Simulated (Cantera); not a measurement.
**Adiabatic ignition**

An adiabatic, constant-volume homogeneous reactor starts with 1.97 % C3H8, 20.1 % O2, 75.7 % N2, 2.17 % H2O, at 1798 K and 0.960 bar.

Model: GRI-Mech 3.0 (53 species, 325 reactions), integrated in Cantera. GRI-Mech 3.0 was tuned for natural gas; its chemistry of propane as a main component is partial and can be far from experiment.

```csv
t (s),T (K),P (bar),x C3H8,x O2,x CO,x NO2,x OH,x O,x H2O2
9.00e-6,1910,1.06,0.00117,0.173,0.0131,4.28e-10,0.00201,0.000693,1.32e-5
2.07e-5,2377,1.35,<1e-12,0.101,0.0299,9.67e-9,0.0201,0.0212,1.72e-7
4.77e-5,2500,1.41,<1e-12,0.0969,0.0196,6.38e-8,0.0213,0.0195,1.65e-7
0.000110,2647,1.48,<1e-12,0.0971,0.0157,3.43e-7,0.0201,0.0135,2.28e-7
0.000253,2721,1.51,<1e-12,0.0966,0.0130,1.24e-6,0.0188,0.0105,3.35e-7
0.000583,2722,1.51,<1e-12,0.0952,0.0127,3.10e-6,0.0185,0.0100,3.41e-7
0.00134,2715,1.51,<1e-12,0.0927,0.0126,6.28e-6,0.0180,0.00962,3.33e-7
0.00309,2707,1.50,<1e-12,0.0899,0.0123,9.81e-6,0.0175,0.00915,3.25e-7
0.00711,2703,1.50,<1e-12,0.0886,0.0123,1.14e-5,0.0173,0.00893,3.21e-7
0.0164,2702,1.50,<1e-12,0.0885,0.0122,1.15e-5,0.0173,0.00892,3.20e-7
0.0377,2702,1.50,<1e-12,0.0885,0.0122,1.15e-5,0.0173,0.00892,3.20e-7
0.0869,2702,1.50,<1e-12,0.0885,0.0122,1.15e-5,0.0173,0.00892,3.20e-7
0.200,2702,1.50,<1e-12,0.0885,0.0122,1.15e-5,0.0173,0.00892,3.20e-7
```
x: mole fraction; the columns are a selection and need not sum to one.

```yaml
time_of_steepest_temperature_rise: 11.6 µs
temperature at 0.200 s: 2702 K
equilibrium_temperature: 2702 K
x(C3H8) at 0.200 s: <1e-12 (gas-phase equilibrium <1e-12)
x(O2) at 0.200 s: 0.0885 (gas-phase equilibrium 0.0885)
x(CO) at 0.200 s: 0.0122 (gas-phase equilibrium 0.0122)
```
